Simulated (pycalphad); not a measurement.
CALPHAD calculation (pycalphad, COST 507 light-alloy database (1999)), 1 atm. These are 1990s assessments: newer ones move some temperatures and phases. Diffusion is slow at the low end, where real alloys seldom reach equilibrium.

Question: How does the equilibrium phase assembly of Ti-0.6936B (wt.%) change on cooling from 2850 K to 550 K?

Answer: 
```tsv
T (K)	phases above	phases below
1879.0	LIQUID	BCC_A2 + LIQUID
1814.1	BCC_A2 + LIQUID	BCC_A2 + BM
1156.1	BCC_A2 + BM	BM + HCP_A3
```
Changes were sought between steps of 100 K, so a narrower field can be missed.

Database names, with the compositions (at.%) that they take in these runs: BM: Ti 50 B 50. BCC_A2 is bcc; HCP_A3 is hcp.
